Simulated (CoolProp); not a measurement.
A closed Brayton cycle with nitrogen: compressor inlet 305.15 K and 7.1 MPa, high pressure 22.6 MPa, turbine inlet 670 K, compressor efficiency 0.8, turbine efficiency 0.9, recuperator effectiveness 0 (on enthalpy, no pinch check). Each further row changes one setting.

Computed with CoolProp (reference Helmholtz-energy equation of state, Span 2000).

```tsv
case	thermal efficiency (%)	net work (kJ/kg)	compressor to turbine work	compressor exit (K)	turbine exit (K)
as stated	10.0	24.3	0.87	456.3	503.3
turbine inlet 620 K	5.4	10.1	0.94	456.3	464.2
compressor inlet 315.15 K	8.2	18.5	0.90	471.2	503.3
high pressure 19.2 MPa	10.5	28.2	0.83	431.8	523.9
recuperator effectiveness 0.5	11.2	24.3	0.87	456.3	503.3
```
